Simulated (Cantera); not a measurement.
A Cantera script and its output.

```python
import numpy as np
import cantera as ct

gas = ct.Solution("gri30.yaml")
gas.TPX = 1698, 100000, {'CH4': 1, 'O2': 0.833, 'N2': 6.42}
reactor = ct.IdealGasReactor(gas, energy="on", clone=False)
net = ct.ReactorNet([reactor])
net.rtol, net.atol = 1e-08, 1e-16
show = ['CH4', 'O2', 'C2H', 'C2H4', 'NO', 'O']
times = np.geomspace(3e-06, 7, 15)

steps = ct.SolutionArray(gas, extra=["t"])
rows = []
print(f"{'t/s':>10s}{'T/K':>9s}{'P/Pa':>11s}" + "".join(f"{s:>11s}" for s in show))
for t in times:
    while net.time < t:
        t_next = net.step()
        steps.append(gas.state, t=t_next)
    rows.append([np.interp(t, steps.t, y) for y in (steps.T, steps.P, *steps(*show).X.T)])
    print(f"{t:10.3e}{rows[-1][0]:9.1f}{rows[-1][1]:11.4g}" + "".join(f"{x:11.3e}" for x in rows[-1][2:]))
rate = np.gradient(steps.T, steps.t)
print("integrator steps:", len(steps.t))
if steps.T.max() > steps.T[0] + 200:
    print(f"time of steepest temperature rise: {steps.t[rate.argmax()]:.4e} s")
gas.TPX = 1698, 100000, {'CH4': 1, 'O2': 0.833, 'N2': 6.42}
gas.equilibrate("UV")
print(f"equilibrium (UV): T = {gas.T:.1f} K  " + "  ".join(f"{s} {gas[s].X[0]:.3e}" for s in show))
```

Output:

```
       t/s      T/K       P/Pa        CH4         O2        C2H       C2H4         NO          O
 3.000e-06   1697.9      1e+05  1.212e-01  1.009e-01  3.812e-21  2.085e-10  2.662e-14  5.307e-08
 8.550e-06   1697.8  9.999e+04  1.211e-01  1.009e-01  7.566e-19  8.305e-09  1.077e-13  6.884e-08
 2.437e-05   1697.6  9.998e+04  1.211e-01  1.009e-01  1.521e-16  2.730e-07  4.854e-13  1.223e-07
 6.945e-05   1697.2  9.996e+04  1.207e-01  1.008e-01  4.287e-14  9.177e-06  3.071e-12  3.250e-07
 1.979e-04   1702.3  1.003e+05  1.175e-01  9.937e-02  3.185e-11  3.089e-04  3.631e-11  1.396e-06
 5.642e-04   2451.5  1.627e+05  9.025e-04  1.798e-06  1.183e-05  8.267e-06  7.825e-05  7.630e-06
 1.608e-03   2436.3  1.642e+05  1.584e-06  1.637e-06  8.536e-09  9.368e-10  3.556e-04  9.245e-06
 4.583e-03   2432.8   1.64e+05  7.844e-11  2.073e-06  4.235e-16  3.959e-17  2.223e-04  1.168e-05
 1.306e-02   2434.0  1.641e+05  5.793e-11  2.103e-06  3.042e-16  2.809e-17  9.526e-05  1.182e-05
 3.722e-02   2434.4  1.641e+05  5.555e-11  2.112e-06  2.918e-16  2.685e-17  6.207e-05  1.186e-05
 1.061e-01   2434.4  1.641e+05  5.546e-11  2.112e-06  2.913e-16  2.680e-17  6.036e-05  1.186e-05
 3.024e-01   2434.4  1.641e+05  5.546e-11  2.112e-06  2.913e-16  2.680e-17  6.036e-05  1.186e-05
 8.618e-01   2434.4  1.641e+05  5.546e-11  2.112e-06  2.913e-16  2.680e-17  6.036e-05  1.186e-05
 2.456e+00   2434.4  1.641e+05  5.546e-11  2.112e-06  2.913e-16  2.680e-17  6.036e-05  1.186e-05
 7.000e+00   2434.4  1.641e+05  5.546e-11  2.112e-06  2.913e-16  2.680e-17  6.036e-05  1.186e-05
integrator steps: 1831
time of steepest temperature rise: 4.3684e-04 s
equilibrium (UV): T = 2434.4 K  CH4 6.211e-11  O2 2.112e-06  C2H 3.232e-16  C2H4 2.975e-17  NO 6.036e-05  O 1.186e-05
```

Detailed kinetics in Cantera: GRI-Mech 3.0 (53 species, 325 reactions).
